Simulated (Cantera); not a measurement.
A closed system holds: 1 mol BF3, 0.17 mol O2, held at 2102 °C and 1.33 mbar.

Cantera equilibrium calculation (NASA polynomials, part measured and part estimated; ideal gas, pure solids and liquids). Candidate condensed phases: B, B2O3; 21 gas species. The tables' values for BF2 are old estimates; treat these amounts as uncertain. Kinetics and transport are ignored.

Base state: BF3 0.470, F 0.326, BOF 0.161, O 0.0251, O2 0.0146, BF2 0.00304, BOF2 0.000248, BO2 1.43e-5 (mole fractions); condensed: gas only.

**Question.** What changes in the equilibrium state with this change: O2 from 0.17 to 0.61 mol?

**Answer.** 
```csv
species,before,after
F,0.326,0.372
BF3,0.470,0.238
BOF,0.161,0.185
O2,0.0146,0.129
O,0.0251,0.0745
BO2,1.43e-5,4.28e-5
BF2,0.00304,0.00135
BOF2,0.000248,0.000326
```

**Question.** What changes in the equilibrium state with this change: O2 from 0.17 to 0.13 mol?

**Answer.** 
```csv
species,before,after
BF3,0.470,0.529
F,0.326,0.297
BOF,0.161,0.146
O2,0.0146,0.00660
O,0.0251,0.0169
BO2,1.43e-5,9.60e-6
BF2,0.00304,0.00376
BOF2,0.000248,0.000206
```
